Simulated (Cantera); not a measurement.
A closed system holds: 1 mol V, 0.66 mol NH₃, equilibrated at 0.100 bar.

These are equilibrium values from Cantera (NASA tables, ideal gas, pure condensed phases), not measurements of a reactor. Candidate condensed phases: V, VN; 11 gas species. Mutual solubility and eutectic melting of coexisting phases are not modelled. VN: taken at fixed stoichiometry. Condensed phases not in the tables: V₂N, N, O or C dissolved in the metal. Kinetics and transport are ignored.

x: gas mole fraction; n: condensed amount in mol.

```json
[
 {"T (°C)": "1027", "x H₂": "1.000", "x N₂": "2.55e-8", "x H": "3.50e-6", "x V": "…", "n V(s)": "0.340", "n VN(s)": "0.660", "n V(l)": "0"},
 {"T (°C)": "1227", "x H₂": "1.000", "x N₂": "4.61e-6", "x H": "5.57e-5", "x V": "…", "n V(s)": "0.340", "n VN(s)": "0.660", "n V(l)": "0"},
 {"T (°C)": "1427", "x H₂": "0.999", "x N₂": "0.000239", "x H": "0.000466", "x V": "…", "n V(s)": "0.340", "n VN(s)": "0.660", "n V(l)": "0"},
 {"T (°C)": "1627", "x H₂": "0.992", "x N₂": "0.00529", "x H": "0.00250", "x V": "…", "n V(s)": "0.351", "n VN(s)": "0.649", "n V(l)": "0"},
 {"T (°C)": "1827", "x H₂": "0.926", "x N₂": "0.0642", "x H": "0.00948", "x V": "…", "n V(s)": "0.476", "n VN(s)": "0.524", "n V(l)": "0"},
 {"T (°C)": "2027", "x H₂": "0.726", "x N₂": "0.246", "x H": "0.0261", "x V": "…", "n V(s)": "0", "n VN(s)": "0", "n V(l)": "0.999"},
 {"T (°C)": "2227", "x H₂": "0.686", "x N₂": "0.240", "x H": "0.0659", "x V": "…", "n V(s)": "0", "n VN(s)": "0", "n V(l)": "0.989"}
]
```

Problem. Complete the blanks.

Solution. 
- 1027, x V: 1.63e-12
- 1227, x V: 8.88e-10
- 1427, x V: 1.08e-7
- 1627, x V: 4.67e-6
- 1827, x V: 9.71e-5
- 2027, x V: 0.00110
- 2227, x V: 0.00795
